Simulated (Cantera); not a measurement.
What does this Cantera script print?

```python
import numpy as np
import cantera as ct

gas_names = """
    H HNO HNO2 HNO3 HO2 H2 H2O H2O2 N NH NH2 NH3 NH2OH NO NO2 NO3 N2 N2H2 N2H4 N2O O OH O2 O3
""".split()
cond_names = """
    H2O(s) H2O(L)
""".split()


# ... load() reads the species with a 1 bar reference pressure and builds the phases ...
atoms = {
    'N2O': {'N': 2, 'O': 1},
    'O2': {'O': 2},
    'H2': {'H': 2},
}
top_T = {}  # K; cautious upper limits of use, not melting points


# ... equilibrate(T, P, feed) seeds the gas with the atoms and calls Mixture.equilibrate('TP', solver="vcs", rtol=1e-11, max_steps=5000) ...
results = []
feed = {'N2O': 1, 'O2': 2.3, 'H2': 0.18}  # mol
T = 2723  # K
for P in [10, 52, 280, 1400, 7600, 40000, 210000, 1100000, 5700000, 30000000]:
    mix = equilibrate(T, P, feed)
    results.append((T, P, feed, dict(zip(mix.species_names, mix.species_moles))))

top = {s: max(r[3][s] / sum(r[3][g] for g in gas_names) for r in results) for s in gas_names}
cols = sorted((s for s in top if top[s] > 0.0001), key=lambda s: -top[s])[:7]
seen = [c for c in cond_names if any(r[3].get(c, 0) > 1e-12 for r in results)]
print("log10 of partial pressures in bar; condensed amounts in mol")
print(f"{'P/Pa':>10s}" + "".join(f"{s[:9]:>10s}" for s in cols + seen))
for T, P, feed, n in results:
    ng = sum(n[g] for g in gas_names)
    print(f"{P:10.4g}" + "".join(f"{np.log10(max(n[s] / ng * P / 1e5, 1e-99)):10.3f}" for s in cols)
          + "".join(f"{n.get(c, 0):10.4g}" for c in seen))
```

Result:

```
log10 of partial pressures in bar; condensed amounts in mol
      P/Pa         O        O2        N2         H       H2O        NO        OH
        10    -4.121    -5.440    -4.834    -5.283    -9.076    -6.229    -6.791
        52    -3.480    -4.159    -4.083    -4.574    -7.017    -5.213    -5.441
       280    -2.930    -3.060    -3.288    -3.929    -5.177    -4.266    -4.246
      1400    -2.492    -2.182    -2.536    -3.481    -3.842    -3.451    -3.359
      7600    -2.081    -1.360    -1.768    -3.160    -2.790    -2.656    -2.628
     4e+04    -1.701    -0.600    -1.031    -2.917    -1.923    -1.907    -2.004
   2.1e+05    -1.332     0.138    -0.303    -2.704    -1.127    -1.174    -1.422
   1.1e+06    -0.968     0.865     0.419    -2.504    -0.365    -0.449    -0.859
   5.7e+06    -0.609     1.584     1.135    -2.314     0.375     0.268    -0.310
     3e+07    -0.247     2.307     1.857    -2.126     1.112     0.990     0.240
```

Cantera equilibrium calculation (NASA polynomials, part measured and part estimated; ideal gas, pure solids and liquids). The ideal-gas law is rough above about 30 bar.
